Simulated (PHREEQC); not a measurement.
PHREEQC input (ion-association model, wateq4f.dat):

```
SOLUTION_MASTER_SPECIES
  An  An-  0  An  62.0  # stands for a non-complexing anion
SOLUTION_SPECIES
  An- = An-
    -log_k 0
    -gamma 3.0 0
PHASES
  Fix_H+
    H+ = H+
    -log_k 0
SOLUTION 1
  temp 25
  units mmol/kgw
  pH 7 charge
  Na 100
  An 100
END
SELECTED_OUTPUT 1
  -reset false
  -pH true
  -pe true
  -ionic_strength true
  -water true
  -totals Na
  -molalities Hfo_wOH Hfo_wOH2+ Hfo_wO- Hfo_sOH Hfo_sOH2+ Hfo_sO-
USER_PUNCH 1
  -headings sigma psi
  10 PUNCH EDL("sigma", "Hfo"), EDL("psi", "Hfo")
PRINT
  -reset false
USE solution 1
SURFACE 1
  Hfo_wOH 0.000130337 600 0.058
  Hfo_sOH 3.25843e-06
EQUILIBRIUM_PHASES 1
  Fix_H+ -3 HAn 10
    -force_equality true
  O2(g) -0.68 10
END
# ... the last block is repeated for the other 12 points of pH, with NaOH or the acid as the point needs
```

Selected output (columns that matter, 11 of 13 rows; pH added in front):

```
pH	mu	Na	m_Hfo_wOH	m_Hfo_wOH2+	m_Hfo_wO-	m_Hfo_sOH	m_Hfo_sOH2+	m_Hfo_sO-	sigma	psi
3	0.10128	0.1	2.4967e-06	0.00012784	1.117e-09	6.2417e-08	3.196e-06	2.7925e-11	0.36333	0.15266
3.5	0.10045	0.1	7.1266e-06	0.0001232	9.444e-09	1.7817e-07	3.08e-06	2.361e-10	0.35013	0.15098
4	0.10018	0.1	1.7386e-05	0.00011289	6.1344e-08	4.3466e-07	2.8222e-06	1.5336e-09	0.32067	0.14656
5	0.10005	0.1	5.3144e-05	7.6345e-05	8.4748e-07	1.3286e-06	1.9086e-06	2.1187e-08	0.21457	0.12616
5.5	0.10003	0.1	7.0537e-05	5.7829e-05	1.971e-06	1.7634e-06	1.4457e-06	4.9275e-08	0.15876	0.11099
6	0.10002	0.1	8.3677e-05	4.2923e-05	3.7371e-06	2.0919e-06	1.0731e-06	9.3426e-08	0.11137	0.093462
6.5	0.10001	0.1	9.2221e-05	3.2033e-05	6.0822e-06	2.3055e-06	8.0084e-07	1.5205e-07	0.073757	0.073899
7	0.10001	0.1	9.7007e-05	2.4548e-05	8.7818e-06	2.4252e-06	6.1371e-07	2.1955e-07	0.04481	0.052458
8	0.1	0.1	0.00010003	1.5836e-05	1.4474e-05	2.5007e-06	3.959e-07	3.6185e-07	0.0038712	0.0053519
8.5	0.10001	0.10001	9.9746e-05	1.2839e-05	1.7752e-05	2.4936e-06	3.2098e-07	4.4381e-07	-0.013963	-0.018909
9	0.10002	0.10003	9.8242e-05	1.0013e-05	2.2082e-05	2.4561e-06	2.5033e-07	5.5204e-07	-0.0343	-0.04249
```

Complexes and solids missing from the database can't appear. The oxide is taken as insoluble; below pH 4 it would dissolve.
